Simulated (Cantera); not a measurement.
NaI + H2 (halide evaporation, hydrolysis and transport)

Charge: 1 mol NaI, 1.3 mol H2, held at 1573 K.

These are equilibrium values from Cantera (NASA tables, ideal gas, pure condensed phases), not measurements of a reactor. Candidate condensed phases: I2, Na, NaI; 9 gas species. Gases not in the tables: NaBr and NaI dimers. The numbers say what is thermodynamically allowed, not how fast it happens.

| P (Pa) | log p H2 | log p NaI | log p Na | log p I | log p H | log p HI | log p NaH |
|---|---|---|---|---|---|---|---|
| 0.100 | -6.41 | -7.67 | -6.55 | -6.55 | -7.60 | -9.37 | -12.01 |
| 1 | -5.36 | -5.91 | -5.66 | -5.67 | -7.07 | -7.96 | -10.60 |
| 10 | -4.30 | -4.55 | -4.98 | -4.99 | -6.54 | -6.75 | -9.38 |
| 100 | -3.27 | -3.42 | -4.41 | -4.43 | -6.02 | -5.68 | -8.29 |
| 1000 | -2.25 | -2.38 | -3.87 | -3.94 | -5.52 | -4.68 | -7.24 |
| 10000 | -1.25 | -1.37 | -3.30 | -3.49 | -5.02 | -3.73 | -6.17 |
| 100000 | -0.25 | -0.36 | -2.67 | -3.12 | -4.52 | -2.86 | -5.05 |
log p: log10 of the partial pressure in bar; nothing condenses.

From 0.100 Pa to 1.00 bar nothing is condensed.
